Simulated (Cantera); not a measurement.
Charge: 1 mol PbO, 0.041 mol CO, 4.5 mol N2, held at 18.0 mbar.

Equilibrium computed with Cantera from the NASA thermochemical tables; the gas is ideal and each condensed phase is pure. Candidate condensed phases: C, Pb, PbO, PbO2, Pb3O4; 27 gas species. Mutual solubility and eutectic melting of coexisting phases are not modelled. Gases not in the tables: (PbO)n polymers. Rates play no part.

x: gas mole fraction; n: condensed amount in mol.

```
T (K)   x N2     x PbO      x Pb      x O2    x CO2      x NO       x O  n Pb(l)  n PbO(yellow)  n PbO(l)
-----  -----  --------  --------  --------  -------  --------  --------  -------  -------------  --------
1000   0.990   1.69e-5  0.000900  1.96e-11  0.00902  3.38e-10    <1e-12   0.0369          0.959         0
1100   0.984  0.000344   0.00673   2.27e-9  0.00896   9.87e-9    <1e-12   0.0102          0.957         0
1200   0.978   0.00379   0.00892   1.56e-6  0.00891   5.93e-7  2.33e-10        0              0       ___
1300   0.956    0.0251   0.00956  0.000414  0.00871   1.94e-5   2.68e-8        0              0       ___
1400   0.835     0.124    0.0244   0.00831  0.00761  0.000148   6.43e-7        0              0       ___
1500   0.799     0.138    0.0399    0.0162  0.00728  0.000342   3.84e-6        0              0         0
1600   0.792     0.121    0.0550    0.0235  0.00722  0.000650   1.66e-5        0              0         0
```

Task: What belongs in the gaps?

Result: 
- 1200, n PbO(l): 0.942
- 1300, n PbO(l): 0.837
- 1400, n PbO(l): 0.199
